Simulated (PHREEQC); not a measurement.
**Polishing slurry liquid**

Dissolve 160 mmol/kgw HNO3, 0.473 mmol/kgw K2SO4 and 95 mmol/kgw KH2PO4 at 20 °C. Closed to the air; pH follows from the charge balance.

The numbers come from PHREEQC with the ion-association model, phreeqc.dat.

pH: 1.20
ionic strength: 0.174 mol/kgw
activity of water: 0.993
specific conductance: 32800 µS/cm
density: 1.011 g/cm³
total alkalinity: -160 meq/kg

```csv
species,molality,activity,log γ
NO3-,0.160,0.113,-0.150
K+,0.0959,0.0695,-0.140
H3PO4,0.0820,0.0853,0.017
H+,0.0777,0.0625,-0.095
H2PO4-,0.0130,0.00985,-0.121
HSO4-,0.000310,0.000234,-0.122
```

No solid was allowed to form.
